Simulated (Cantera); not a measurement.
Input (Python, Cantera) and output of one run.

```python
import numpy as np
import cantera as ct

gas_names = [...]  # 109 gases of nasa_gas.yaml made of C, Cl, H, Si
cond_names = """
    C(gr) C6H6(L) C7H8(L) C8H18(L),n-octa Si(cr) Si(L) SiC(b)
""".split()


# ... load() reads the species with a 1 bar reference pressure and builds the phases ...
atoms = {
    'CH3SiH3': {'C': 1, 'H': 6, 'Si': 1},
    'HCl': {'H': 1, 'CL': 1},
    'H2': {'H': 2},
}
top_T = {'C(gr)': 4500, 'SiC(b)': 3050}  # K; cautious upper limits of use, not melting points


# ... equilibrate(T, P, feed) seeds the gas with the atoms and calls Mixture.equilibrate('TP', solver="vcs", rtol=1e-11, max_steps=5000) ...
results = []
feed = {'CH3SiH3': 1, 'HCl': 0.13, 'H2': 1.2}  # mol
T = 1673  # K
P = 13332.2  # Pa
mix = equilibrate(T, P, feed)
results.append((T, P, feed, dict(zip(mix.species_names, mix.species_moles))))
x = sorted(zip(gas.X, gas.species_names), reverse=True)
print(f"T = {T:g} K  P = {P:g} Pa  gas = {mix.phase_moles(0):.4g} mol")
print("   x: " + "  ".join(f"{s} {v:.3e}" for v, s in x if v > 0.001))
print("   condensed (mol): " + ("  ".join(f"{mix.phase(i).name} {mix.phase_moles(i):.4g}"
      for i in range(1, mix.n_phases) if mix.phase_moles(i) > 1e-12) or "none"))
```

Output:

```
T = 1673 K  P = 13332.2 Pa  gas = 4.33 mol
   x: H2 9.697e-01  HCL 2.982e-02
   condensed (mol): SiC(b) 0.9996
```

Method: chemical equilibrium by Gibbs-energy minimisation in Cantera with the NASA 1993 tables (ideal gas, pure condensed phases). The feed counts by its element totals alone.
